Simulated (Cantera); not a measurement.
## Tantalum, niobium, vanadium and zirconium in process gases: V + H₂O + H₂

A closed system holds: 1 mol V, 0.049 mol H₂O, 420 mol H₂, held at 2450 °C and 3.68 Torr.

Equilibrium computed with Cantera from the NASA thermochemical tables; the gas is ideal and each condensed phase is pure. Candidate condensed phases: H₂O, V, VO, V₂O₃, V₂O₄, V₂O₅; 12 gas species. The numbers say what is thermodynamically allowed, not how fast it happens.

```yaml
x(H): 0.575
x(H₂): 0.423
x(V): 0.00166
x(H₂O): 3.21e-5
x(VO): 2.94e-5
x(OH): 1.14e-5
x(O): 9.87e-6
gas_amount: 591.1 mol
log10 activity of V(l) (absent): -2.79
log10 activity of V₂O₅(l) (absent): -24.31
```
